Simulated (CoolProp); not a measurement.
Vapour-liquid equilibrium of n-perfluorobutane (1) + R365MFC (2) at 251.4 K; x and y are mole fractions of (1).

The numbers come from the multi-fluid Helmholtz-energy mixture model, Gao 2022 and Lemmon 2016; pair parameters Bell 2016 in CoolProp.

Q: Give the bubble pressure and the first vapour's composition at x = 0.05, 0.725, 0.95. Is there an azeotrope?

A: x = 0.05: 17.90 kPa, y = 0.701; x = 0.725: 39.06 kPa, y = 0.892; x = 0.95: 41.91 kPa, y = 0.966. No azeotrope shows between x = 0.05 and 0.95.

The pair parameters rest on a limited set of measurements; away from them the model extrapolates. With so large a gap from Raoult's law the liquid may split in two, which this calculation doesn't test in full.
